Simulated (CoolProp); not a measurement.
A single-stage vapour-compression cycle with ammonia: evaporating at 313.15 K (dew point), condensing at 360.15 K (bubble point), superheat 5 K, subcooling 2 K, compressor efficiency 0.75, no pressure losses. Each further row changes one setting.

Computed with CoolProp (reference Helmholtz-energy equation of state, Gao 2020).

| case | cooling COP | pressure ratio | discharge temperature (K) | refrigerating effect (kJ/kg) | volumetric capacity (kJ/m³) |
|---|---|---|---|---|---|
| as stated | 3.90 | 3.09 | 428.9 | 879 | 10300 |
| evaporating temperature 318.15 K | 4.51 | 2.70 | 419.8 | (withheld) | (withheld) |
| condensing temperature 355.15 K | 4.49 | (withheld) | 417.3 | 907 | 10600 |
| subcooling 7 K | 4.03 | 3.09 | 428.9 | 908 | 10600 |
| superheat 15 K | 3.83 | 3.09 | (withheld) | 911 | 10100 |
| compressor efficiency 0.65 | (withheld) | 3.09 | 440.2 | 879 | 10300 |

Complete the blanks.


- evaporating temperature 318.15 K, refrigerating effect (kJ/kg): 880
- evaporating temperature 318.15 K, volumetric capacity (kJ/m³): 11800
- condensing temperature 355.15 K, pressure ratio: 2.78
- superheat 15 K, discharge temperature (K): 443.5
- compressor efficiency 0.65, cooling COP: 3.38
